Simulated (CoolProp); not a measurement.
Properties of normal hydrogen along the isotherm -236.35 °C.

Model: reference Helmholtz-energy equation of state, Leachman 2009, in CoolProp.

```
p (MPa)          phase       Z  fugacity coefficient
-------  -------------  ------  --------------------
0.405              gas  0.9190                0.9243
0.81               gas     ___                   ___
1.22               gas  0.7164                0.7760
1.62     supercritical     ___                0.7033
2.03     supercritical     ___                0.6274
2.43     supercritical  0.3808                   ___
2.84     supercritical     ___                0.5110
3.24     supercritical     ___                0.4729
```

Complete the blanks.


- 0.81, Z: 0.8269
- 0.81, fugacity coefficient: 0.8501
- 1.62, Z: 0.5766
- 2.03, Z: 0.4148
- 2.43, fugacity coefficient: 0.5622
- 2.84, Z: 0.3988
- 3.24, Z: 0.4275
